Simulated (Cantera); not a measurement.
## Stirred combustor or abatement burner

A perfectly stirred reactor is fed with 16.6 % CO, 6.13 % H2, 0.977 % CH4, 16.0 % O2, 60.3 % N2, equivalence ratio 0.83, at 500000 Pa; it is adiabatic with a 700 K inlet, and is followed from long to short residence time, starting on the burning branch (τ in s: 0.18, 0.095, 0.05, 0.026, 0.014, 0.0073, 0.0038, 0.002, 0.0011, 0.00056, 0.0003, 0.00016, 8.2e-05).

Cantera simulation using GRI-Mech 3.0 (53 species, 325 reactions); the numbers are that mechanism's predictions, not measurements.

```tsv
τ (s)	T (K)	x CO	x H2	x CH4	x C2H	x HCO	x NO2
0.18	2485	0.0153	0.00119	2.37e-8	<1e-12	4.40e-9	6.31e-6
0.095	2484	0.0154	0.00119	4.47e-8	<1e-12	4.72e-9	6.16e-6
0.050	2484	0.0155	0.00120	8.42e-8	<1e-12	5.34e-9	5.90e-6
0.026	2484	0.0157	0.00122	1.60e-7	<1e-12	6.54e-9	5.45e-6
0.014	2482	0.0161	0.00125	2.90e-7	<1e-12	8.68e-9	4.80e-6
0.0073	2478	0.0168	0.00130	5.35e-7	<1e-12	1.30e-8	3.91e-6
0.0038	2470	0.0181	0.00140	9.71e-7	<1e-12	2.12e-8	2.94e-6
0.0020	2454	0.0202	0.00157	1.70e-6	<1e-12	3.69e-8	2.07e-6
0.0011	2428	0.0234	0.00183	2.77e-6	<1e-12	6.42e-8	1.42e-6
0.00056	2382	0.0285	0.00228	4.65e-6	1.59e-12	1.23e-7	8.80e-7
0.00030	2324	0.0347	0.00285	7.41e-6	2.46e-12	2.28e-7	5.24e-7
0.00016	2252	0.0420	0.00357	1.19e-5	3.50e-12	4.21e-7	2.98e-7
8.2e-5	2161	0.0508	0.00444	2.04e-5	4.85e-12	8.00e-7	1.70e-7
```
x: mole fraction; the columns are a selection and need not sum to one.
